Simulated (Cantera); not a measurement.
Input (Python, Cantera) and output of one run.

```python
import numpy as np
import cantera as ct

gas_names = """
    O
""".split()
cond_names = """
    V2O5(s) V2O5(L) V(cr) V(L)
""".split()


# ... load() reads the species with a 1 bar reference pressure and builds the phases ...
species = {s.name: s for s in load("nasa_gas.yaml", gas_names) + load("nasa_condensed.yaml", cond_names)}
# Each term lists the table entries of one substance; the one whose range holds T is used.
reactions = {
    'V2O5 = 5 O(g) + 2 V':
        [(-1, ['V2O5(s)', 'V2O5(L)']), (5, ['O']), (2, ['V(cr)', 'V(L)'])],
}


def pick(names, T):
    return next(species[n] for n in names if species[n].thermo.min_temp <= T <= species[n].thermo.max_temp)


results = []
for label, terms in reactions.items():
    print(label)
    print("     T/K   dH/kJ  dS/(J/K)   dG/kJ   log10 K")
    for T in [523, 623, 723, 823, 923]:
        used = [(nu, pick(names, T)) for nu, names in terms]
        dH = sum(nu * s.thermo.h(T) for nu, s in used) / 1e6
        dS = sum(nu * s.thermo.s(T) for nu, s in used) / 1e3
        dG = dH - T * dS / 1e3
        logK = -dG * 1e6 / (ct.gas_constant * T * np.log(10))
        results.append((label, T, dH, dS, dG, logK, [s.name for _, s in used]))
        print(f"{T:8g} {dH:8.1f} {dS:8.1f} {dG:8.1f} {logK:8.2f}")
```

It prints:

```
V2O5 = 5 O(g) + 2 V
     T/K   dH/kJ  dS/(J/K)   dG/kJ   log10 K
     523   2798.6    738.8   2412.2  -240.92
     623   2798.0    737.7   2338.4  -196.06
     723   2796.8    736.0   2264.7  -163.62
     823   2795.4    734.2   2191.2  -139.07
     923   2793.8    732.3   2117.9  -119.85
```

Source: NASA polynomial tables (part measured, part estimated), evaluated in Cantera. Condensed species are held in their standard states even where they would react or evaporate.
